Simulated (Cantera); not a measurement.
Input (Python, Cantera) and output of one run.

```python
import numpy as np
import cantera as ct

gas_names = """
    H HO2 H2 H2O H2O2 O OH O2 O3 Si SiH SiH2 SiH3 SiH4 SiO SiO2 Si2 Si3
""".split()
cond_names = """
    H2O(s) H2O(L) Si(cr) Si(L) SiO2(Lqz) SiO2(hqz) SiO2(L)
""".split()


def load(file, names, dense=False):
    # The tables refer to 1 bar. Condensed volumes are neglected.
    table = {s.name: s for s in ct.Species.list_from_file(file)}
    out = []
    for n in names:
        d = dict(table[n].input_data)
        d["thermo"] = dict(d["thermo"], **{"reference-pressure": 1e5})
        if dense:
            d["equation-of-state"] = {"model": "constant-volume", "density": "1e6 g/cm^3"}
        out.append(ct.Species.from_dict(d))
    return out


gas = ct.Solution(thermo="ideal-gas", species=load("nasa_gas.yaml", gas_names))
cond = {s.name: ct.Solution(thermo="fixed-stoichiometry", species=[s], name=s.name)
        for s in load("nasa_condensed.yaml", cond_names, dense=True)}
atoms = {
    'SiO2': {'Si': 1, 'O': 2},
    'H2': {'H': 2},
}
top_T = {}  # K; cautious upper limits of use, not melting points


def equilibrate(T, P, feed):
    n = {}
    for name, mol in feed.items():
        for a, k in atoms[name].items():
            n[a] = n.get(a, 0.0) + k * mol
    gas.TPX = T, P, n
    mass = sum(n.values()) * gas.mean_molecular_weight
    gas.equilibrate("TP")
    valid = [c for c in cond.values() if c.min_temp <= T <= top_T.get(c.name, c.max_temp)]
    mix = ct.Mixture([(gas, mass / gas.mean_molecular_weight)] + [(c, 0.0) for c in valid])
    mix.T, mix.P = T, P
    mix.equilibrate("TP", solver="vcs", rtol=1e-11, max_steps=5000)
    return mix


results = []
feed = {'SiO2': 1, 'H2': 1200}  # mol
P = 101325  # Pa
for T in [1598, 1648, 1698, 1748, 1798, 1848, 1898, 1948, 1998]:
    mix = equilibrate(T, P, feed)
    results.append((T, P, feed, dict(zip(mix.species_names, mix.species_moles))))
    x = sorted(zip(gas.X, gas.species_names), reverse=True)
    print(f"T = {T:g} K  P = {P:g} Pa  gas = {mix.phase_moles(0):.4g} mol")
    print("   x: " + "  ".join(f"{s} {v:.3e}" for v, s in x if v > 1e-05))
    print("   condensed (mol): " + ("  ".join(f"{mix.phase(i).name} {mix.phase_moles(i):.4g}"
          for i in range(1, mix.n_phases) if mix.phase_moles(i) > 1e-12) or "none"))
```

It prints:

```
T = 1598 K  P = 101325 Pa  gas = 1200 mol
   x: H2 9.996e-01  H2O 1.551e-04  SiO 1.551e-04  H 5.287e-05
   condensed (mol): SiO2(hqz) 0.8138
T = 1648 K  P = 101325 Pa  gas = 1200 mol
   x: H2 9.993e-01  H2O 2.868e-04  SiO 2.867e-04  H 8.844e-05
   condensed (mol): SiO2(hqz) 0.6558
T = 1698 K  P = 101325 Pa  gas = 1201 mol
   x: H2 9.988e-01  H2O 5.104e-04  SiO 5.104e-04  H 1.436e-04
   condensed (mol): SiO2(L) 0.3871
T = 1748 K  P = 101325 Pa  gas = 1201 mol
   x: H2 9.981e-01  H2O 8.326e-04  SiO 8.325e-04  H 2.268e-04
   condensed (mol): none
T = 1798 K  P = 101325 Pa  gas = 1201 mol
   x: H2 9.980e-01  H2O 8.325e-04  SiO 8.324e-04  H 3.494e-04
   condensed (mol): none
T = 1848 K  P = 101325 Pa  gas = 1201 mol
   x: H2 9.978e-01  H2O 8.324e-04  SiO 8.324e-04  H 5.261e-04
   condensed (mol): none
T = 1898 K  P = 101325 Pa  gas = 1201 mol
   x: H2 9.976e-01  H2O 8.323e-04  SiO 8.322e-04  H 7.756e-04
   condensed (mol): none
T = 1948 K  P = 101325 Pa  gas = 1202 mol
   x: H2 9.972e-01  H 1.121e-03  H2O 8.322e-04  SiO 8.321e-04
   condensed (mol): none
T = 1998 K  P = 101325 Pa  gas = 1202 mol
   x: H2 9.967e-01  H 1.591e-03  H2O 8.320e-04  SiO 8.319e-04
   condensed (mol): none
```

Cantera equilibrium calculation (NASA polynomials, part measured and part estimated; ideal gas, pure solids and liquids). The tables hold silica as quartz up to 1696 K and as liquid above; real silica turns to tridymite and cristobalite and melts near 1996 K.
